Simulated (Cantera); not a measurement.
An isothermal, constant-pressure homogeneous reactor starts with 1.19 % H2, 98.8 % O2, equivalence ratio 0.0060, at 1400 K and 0.00160 bar.

Cantera simulation using the H2/O2 subset of GRI-Mech 3.0, which has no nitrogen chemistry; the numbers are that mechanism's predictions, not measurements. Radical loss at walls, strong at low pressure, is not modelled.

One state of this run: x H2 = 5.46e-5; x O2 = 0.977; x OH = 0.00156; x HO2 = 5.89e-8; x H2O = 0.0108; x O = 0.0103. x: mole fraction; the columns are a selection and need not sum to one.

Q: Which value of t (s) does it belong to?
(A) 0.0214
(B) 8.51
(C) 0.000700
(D) 0.278

A: D, 0.278
